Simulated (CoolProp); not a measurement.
Properties of fluoroethane (R161) along the isotherm 450 K (Tc = 375.2 K, pc = 50.10 bar, ω = 0.216).

Values from CoolProp's reference Helmholtz-energy equation of state, Wu 2012.

```csv
p (bar),phase,density (kg/m³),isothermal compressibility (1/MPa),fugacity coefficient
2.28,gas,2.955,4.425,0.9912
4.55,gas,5.950,2.238,0.9824
6.83,gas,9.014,1.505,0.9737
9.11,gas,12.14,1.139,0.9650
11.4,gas,15.33,0.9188,0.9564
13.7,gas,18.60,0.7722,0.9478
15.9,gas,21.79,0.6718,0.9396
18.2,gas,25.19,0.5929,0.9311
20.5,gas,28.66,0.5320,0.9226
22.8,gas,32.21,0.4834,0.9142
25,gas,35.67,0.4455,0.9062
```
